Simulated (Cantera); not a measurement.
A Cantera script and its output.

```python
import numpy as np
import cantera as ct

gas = ct.Solution("gri30.yaml")
gas.TPX = 1523, 470000, {'C2H4': 1, 'O2': 1.43, 'N2': 5.37, 'CO2': 1.1}
reactor = ct.IdealGasConstPressureReactor(gas, energy="on", clone=False)
net = ct.ReactorNet([reactor])
net.rtol, net.atol = 1e-08, 1e-16
show = ['C2H4', 'O2', 'CO2', 'H2O2', 'C2H6']
times = np.geomspace(6e-06, 1, 11)

steps = ct.SolutionArray(gas, extra=["t"])
rows = []
print(f"{'t/s':>10s}{'T/K':>9s}{'P/Pa':>11s}" + "".join(f"{s:>11s}" for s in show))
for t in times:
    while net.time < t:
        t_next = net.step()
        steps.append(gas.state, t=t_next)
    rows.append([np.interp(t, steps.t, y) for y in (steps.T, steps.P, *steps(*show).X.T)])
    print(f"{t:10.3e}{rows[-1][0]:9.1f}{rows[-1][1]:11.4g}" + "".join(f"{x:11.3e}" for x in rows[-1][2:]))
rate = np.gradient(steps.T, steps.t)
print("integrator steps:", len(steps.t))
if steps.T.max() > steps.T[0] + 200:
    print(f"time of steepest temperature rise: {steps.t[rate.argmax()]:.4e} s")
gas.TPX = 1523, 470000, {'C2H4': 1, 'O2': 1.43, 'N2': 5.37, 'CO2': 1.1}
gas.equilibrate("HP")
print(f"equilibrium (HP): T = {gas.T:.1f} K  " + "  ".join(f"{s} {gas[s].X[0]:.3e}" for s in show))
```

It prints:

```
       t/s      T/K       P/Pa       C2H4         O2        CO2       H2O2       C2H6
 6.000e-06   1579.8    4.7e+05  9.736e-02  1.458e-01  1.228e-01  1.820e-04  9.645e-05
 1.997e-05   2630.6    4.7e+05  3.142e-06  6.068e-05  7.057e-02  1.243e-08  2.912e-08
 6.645e-05   2618.6    4.7e+05  1.099e-09  4.238e-05  6.398e-02  1.304e-08  8.037e-13
 2.212e-04   2609.2    4.7e+05  2.127e-17  6.662e-05  6.390e-02  1.867e-08  4.330e-22
 7.360e-04   2608.9    4.7e+05  2.076e-17  6.739e-05  6.390e-02  1.884e-08  4.204e-22
 2.449e-03   2608.7    4.7e+05  2.081e-17  6.729e-05  6.389e-02  1.882e-08  4.217e-22
 8.152e-03   2608.7    4.7e+05  2.083e-17  6.725e-05  6.388e-02  1.881e-08  4.222e-22
 2.713e-02   2608.7    4.7e+05  2.083e-17  6.725e-05  6.388e-02  1.881e-08  4.222e-22
 9.029e-02   2608.7    4.7e+05  2.083e-17  6.725e-05  6.388e-02  1.881e-08  4.222e-22
 3.005e-01   2608.7    4.7e+05  2.083e-17  6.725e-05  6.388e-02  1.881e-08  4.222e-22
 1.000e+00   2608.7    4.7e+05  2.083e-17  6.725e-05  6.388e-02  1.881e-08  4.222e-22
integrator steps: 1511
time of steepest temperature rise: 7.0560e-06 s
equilibrium (HP): T = 2608.7 K  C2H4 2.238e-17  O2 6.725e-05  CO2 6.388e-02  H2O2 1.881e-08  C2H6 5.080e-22
```

Model: GRI-Mech 3.0 (53 species, 325 reactions), integrated in Cantera. GRI-Mech 3.0 was tuned for natural gas; its chemistry of ethylene as a main component is partial and can be far from experiment.
